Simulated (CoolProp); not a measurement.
Values from CoolProp's reference Helmholtz-energy equation of state, Lemmon 2006. It is a short technical equation, of lower accuracy than the large ones.

Question: Give the vapour pressure (MPa), vapour Z, surface tension (mN/m) of saturated carbonyl sulfide at 243.6 K.

Answer: 
```tsv
T (K)	p (MPa)	vapour Z	surface tension (mN/m)
243.6	0.241	0.948	17.0
```

Surface tension comes from a separate correlation (Mulero 2012).
